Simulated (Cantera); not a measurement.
Mixture: H2 : O2 : N2 = 1 : 0.714 : 4.14 (molar parts), at 750 Torr, adiabatic and at constant pressure. Ignition delay is the time to a rise of 400 K.

Detailed kinetics in Cantera: GRI-Mech 3.0 (53 species, 325 reactions). Where the delays flatten at high temperature, the 400 K rule measures the pace of heat release, not the induction time.

Task: What does this change do: pressure from 750 Torr to 13500 Torr?

Result: 
```
quantity           before     after
---------------  --------  --------
delay at 1050 K  0.193 ms   3.30 ms
delay at 1200 K   68.7 µs  0.158 ms
delay at 1350 K   42.0 µs   4.54 µs
delay at 1500 K   35.0 µs   1.33 µs
delay at 1650 K   35.6 µs  0.765 µs
```
The hydrogen kinetics of GRI-Mech 3.0 are dated; newer H2 mechanisms differ, most at raised pressure. The pressure lies above the range GRI-Mech 3.0 was tuned for (to about 10 atm).
